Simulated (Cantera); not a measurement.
Charge: 1 mol AlCl₃, 1.8 mol HCl, a varied amount of N₂, held at 1173.15 K and 1.00 bar.

Cantera equilibrium calculation (NASA polynomials, part measured and part estimated; ideal gas, pure solids and liquids). Candidate condensed phases: Al, AlCl₃, AlN, NH₄Cl; 20 gas species. Rates play no part.

x: gas mole fraction; nothing condenses.

```json
[
 {"n(N₂) (mol)": "68", "x N₂": "0.960", "x HCl": "0.0254", "x AlCl₃": "0.0141", "x Al₂Cl₆": "2.63e-6", "x Cl": "2.18e-6", "x H₂": "1.46e-6"},
 {"n(N₂) (mol)": "110", "x N₂": "0.975", "x HCl": "0.0160", "x AlCl₃": "0.00886", "x Al₂Cl₆": "1.04e-6", "x Cl": "1.63e-6", "x H₂": "1.02e-6"},
 {"n(N₂) (mol)": "160", "x N₂": "0.983", "x HCl": "?", "x AlCl₃": "?", "x Al₂Cl₆": "?", "x Cl": "?", "x H₂": "?"},
 {"n(N₂) (mol)": "210", "x N₂": "0.987", "x HCl": "0.00846", "x AlCl₃": "0.00470", "x Al₂Cl₆": "2.92e-7", "x Cl": "1.09e-6", "x H₂": "6.38e-7"},
 {"n(N₂) (mol)": "260", "x N₂": "0.989", "x HCl": "0.00685", "x AlCl₃": "0.00380", "x Al₂Cl₆": "1.91e-7", "x Cl": "9.57e-7", "x H₂": "5.47e-7"},
 {"n(N₂) (mol)": "300", "x N₂": "0.991", "x HCl": "0.00594", "x AlCl₃": "0.00330", "x Al₂Cl₆": "1.44e-7", "x Cl": "8.75e-7", "x H₂": "4.94e-7"},
 {"n(N₂) (mol)": "350", "x N₂": "0.992", "x HCl": "0.00510", "x AlCl₃": "0.00283", "x Al₂Cl₆": "1.06e-7", "x Cl": "7.93e-7", "x H₂": "4.42e-7"},
 {"n(N₂) (mol)": "400", "x N₂": "0.993", "x HCl": "?", "x AlCl₃": "?", "x Al₂Cl₆": "?", "x Cl": "7.28e-7", "x H₂": "4.02e-7"},
 {"n(N₂) (mol)": "440", "x N₂": "0.994", "x HCl": "0.00406", "x AlCl₃": "0.00226", "x Al₂Cl₆": "6.74e-8", "x Cl": "6.85e-7", "x H₂": "3.76e-7"},
 {"n(N₂) (mol)": "490", "x N₂": "0.994", "x HCl": "0.00365", "x AlCl₃": "0.00203", "x Al₂Cl₆": "5.44e-8", "x Cl": "6.40e-7", "x H₂": "3.49e-7"},
 {"n(N₂) (mol)": "540", "x N₂": "0.995", "x HCl": "0.00332", "x AlCl₃": "0.00184", "x Al₂Cl₆": "4.48e-8", "x Cl": "6.01e-7", "x H₂": "3.25e-7"},
 {"n(N₂) (mol)": "580", "x N₂": "0.995", "x HCl": "0.00309", "x AlCl₃": "0.00172", "x Al₂Cl₆": "3.89e-8", "x Cl": "5.74e-7", "x H₂": "3.10e-7"},
 {"n(N₂) (mol)": "630", "x N₂": "0.996", "x HCl": "0.00284", "x AlCl₃": "0.00158", "x Al₂Cl₆": "3.30e-8", "x Cl": "5.44e-7", "x H₂": "2.92e-7"}
]
```

Some entries are withheld; supply them.


- 400, x HCl: 0.00447
- 400, x AlCl₃: 0.00248
- 400, x Al₂Cl₆: 8.14e-8
- 160, x HCl: 0.0111
- 160, x AlCl₃: 0.00614
- 160, x Al₂Cl₆: 4.98e-7
- 160, x Cl: 1.30e-6
- 160, x H₂: 7.77e-7
